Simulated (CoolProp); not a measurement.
A single-stage vapour-compression cycle with the fluid: evaporating at 250.15 K (dew point), condensing at 310.15 K (bubble point), superheat 8 K, subcooling 0 K, compressor efficiency 0.7, no pressure losses. The same conditions are run with several fluids, on thermodynamics alone (safety and materials aside).

The numbers come from the reference Helmholtz-energy equation of state of each fluid (propane: Lemmon 2009; R143a: Lemmon and Jacobsen 2000; R22: Kamei 1995; chloromethane (R40): Thol 2014; R123: Younglove 1994; R1336mzz(E): Akasaka 2023) in CoolProp.

```
fluid                cooling COP  pressure ratio  discharge temperature (K)  refrigerating effect (kJ/kg)  volumetric capacity (kJ/m³)
-------------------  -----------  --------------  -------------------------  ----------------------------  ---------------------------
propane                     2.13            5.83                      344.3                           263                         1260
R143a                       1.96            6.04                      342.5                           123                         1480
R22                         2.19            6.53                        ___                           155                         1440
chloromethane (R40)         2.30            7.63                        ___                           337                          866
R123                        2.34             ___                      346.6                           135                         98.5
R1336mzz(E)                 2.09             ___                        ___                           101                          187
```

### Question
Complete the blanks.

### Answer

- R22, discharge temperature (K): 375.7
- chloromethane (R40), discharge temperature (K): 431.0
- R123, pressure ratio: 13.8
- R1336mzz(E), pressure ratio: 12.1
- R1336mzz(E), discharge temperature (K): 323.8
